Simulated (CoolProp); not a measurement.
Model: reference Helmholtz-energy equation of state, Younglove 1994, in CoolProp. It is a modified Benedict-Webb-Rubin equation, recast in Helmholtz form.

**Question.** For R123, give the phase and the cp (kJ/(kg K)), Joule-Thomson coefficient (K/MPa), viscosity (µPa s), Prandtl number at -37.75 °C and 0.677 bar; 165.65 °C and 1.08 bar; 121.55 °C and 4.25 bar.

**Answer.** 
- -37.75 °C and 0.677 bar: liquid; cp 0.950, Joule-Thomson coefficient -0.435, viscosity 953, Prandtl number 9.49
- 165.65 °C and 1.08 bar: gas; cp 0.822, Joule-Thomson coefficient 11.3, viscosity 15.5, Prandtl number 0.735
- 121.55 °C and 4.25 bar: gas; cp 0.814, Joule-Thomson coefficient 16.4, viscosity 14.1, Prandtl number 0.759

Viscosity comes from a separate model (Tanaka 1996). Thermal conductivity comes from a separate model (Laesecke 1996).
